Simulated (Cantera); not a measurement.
Input (Python, Cantera):

```python
import numpy as np
import cantera as ct

gas = ct.Solution("gri30.yaml")
gas.TPX = 1300, 101325, {'CH4': 1, 'O2': 1.54, 'N2': 5.78, 'H2O': 1.9}
reactor = ct.IdealGasReactor(gas, energy="on", clone=False)
net = ct.ReactorNet([reactor])
net.rtol, net.atol = 1e-08, 1e-16
show = ['CH4', 'O2', 'H2O', 'HCO', 'H', 'CH2', 'C2H']
times = np.geomspace(4e-06, 1, 16)

steps = ct.SolutionArray(gas, extra=["t"])
rows = []
print(f"{'t/s':>10s}{'T/K':>9s}{'P/Pa':>11s}" + "".join(f"{s:>11s}" for s in show))
for t in times:
    while net.time < t:
        t_next = net.step()
        steps.append(gas.state, t=t_next)
    rows.append([np.interp(t, steps.t, y) for y in (steps.T, steps.P, *steps(*show).X.T)])
    print(f"{t:10.3e}{rows[-1][0]:9.1f}{rows[-1][1]:11.4g}" + "".join(f"{x:11.3e}" for x in rows[-1][2:]))
rate = np.gradient(steps.T, steps.t)
print("integrator steps:", len(steps.t))
if steps.T.max() > steps.T[0] + 200:
    print(f"time of steepest temperature rise: {steps.t[rate.argmax()]:.4e} s")
gas.TPX = 1300, 101325, {'CH4': 1, 'O2': 1.54, 'N2': 5.78, 'H2O': 1.9}
gas.equilibrate("UV")
print(f"equilibrium (UV): T = {gas.T:.1f} K  " + "  ".join(f"{s} {gas[s].X[0]:.3e}" for s in show))
```

Result:

```
       t/s      T/K       P/Pa        CH4         O2        H2O        HCO          H        CH2        C2H
 4.000e-06   1300.0  1.013e+05  9.785e-02  1.507e-01  1.859e-01  7.699e-17  2.564e-10  3.371e-17  9.795e-34
 9.161e-06   1300.0  1.013e+05  9.785e-02  1.507e-01  1.859e-01  4.288e-16  2.732e-10  1.170e-16  6.728e-32
 2.098e-05   1300.0  1.013e+05  9.785e-02  1.507e-01  1.859e-01  2.368e-15  3.115e-10  4.940e-16  4.565e-30
 4.804e-05   1300.0  1.013e+05  9.785e-02  1.507e-01  1.859e-01  1.345e-14  4.029e-10  2.614e-15  3.373e-28
 1.100e-04   1300.0  1.013e+05  9.785e-02  1.507e-01  1.859e-01  8.394e-14  6.368e-10  1.733e-14  3.003e-26
 2.520e-04   1300.0  1.013e+05  9.784e-02  1.507e-01  1.859e-01  6.416e-13  1.324e-09  1.458e-13  3.657e-24
 5.771e-04   1300.0  1.013e+05  9.784e-02  1.507e-01  1.859e-01  6.585e-12  3.451e-09  1.412e-12  6.576e-22
 1.322e-03   1300.1  1.013e+05  9.780e-02  1.507e-01  1.859e-01  6.336e-11  7.511e-09  7.470e-12  9.102e-20
 3.027e-03   1300.8  1.014e+05  9.766e-02  1.506e-01  1.860e-01  3.193e-10  1.353e-08  1.450e-11  3.526e-18
 6.931e-03   1303.4  1.016e+05  9.713e-02  1.503e-01  1.864e-01  1.481e-09  3.514e-08  3.484e-11  1.179e-16
 1.587e-02   1328.0  1.036e+05  9.281e-02  1.473e-01  1.897e-01  1.918e-08  3.234e-07  4.069e-10  4.747e-14
 3.635e-02   2653.1  2.192e+05  1.418e-13  2.594e-03  3.027e-01  8.449e-08  7.101e-03  9.849e-14  9.815e-19
 8.326e-02   2653.1  2.192e+05  1.418e-13  2.594e-03  3.027e-01  8.449e-08  7.101e-03  9.849e-14  9.815e-19
 1.907e-01   2653.1  2.192e+05  1.418e-13  2.594e-03  3.027e-01  8.449e-08  7.101e-03  9.849e-14  9.815e-19
 4.367e-01   2653.1  2.192e+05  1.418e-13  2.594e-03  3.027e-01  8.449e-08  7.101e-03  9.849e-14  9.815e-19
 1.000e+00   2653.1  2.192e+05  1.418e-13  2.594e-03  3.027e-01  8.449e-08  7.101e-03  9.849e-14  9.815e-19
integrator steps: 2457
time of steepest temperature rise: 2.0517e-02 s
equilibrium (UV): T = 2653.1 K  CH4 1.698e-13  O2 2.594e-03  H2O 3.027e-01  HCO 8.449e-08  H 7.101e-03  CH2 1.068e-13  C2H 1.068e-18
```

Computed with Cantera and GRI-Mech 3.0 (53 species, 325 reactions).
